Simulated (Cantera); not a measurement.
Input: 1 mol trisilylamine, 5.7 mol N2, held at 7.50 Torr.

Cantera equilibrium calculation (NASA polynomials, part measured and part estimated; ideal gas, pure solids and liquids). Candidate condensed phases: Si, Si3N4; 18 gas species. The feed counts by its element totals alone. Kinetics and transport are ignored. All values below are at 1125 °C.

Base state: H2 0.517, N2 0.483, H 3.40e-5 (mole fractions); condensed: Si3N4(s).

Task: What changes in the equilibrium state with this change: trisilylamine replaced by SiH2Cl2?

Result: 
```tsv
species	before	after
N2	0.483	0.733
HCl	0	0.182
H2	0.517	0.0498
SiCl2	0	0.0162
SiCl4	0	0.0117
SiCl3	0	0.00666
SiHCl3	0	0.000225
Si3N4(s), mol	1.00	0.251
```
N2 is the only nitrogen source here; it is nearly inert below about 1500 K, so the nitride shown seldom forms there in practice. The tables' values for SiCl3 are old estimates; treat these amounts as uncertain. Further candidate phases: NH4Cl.
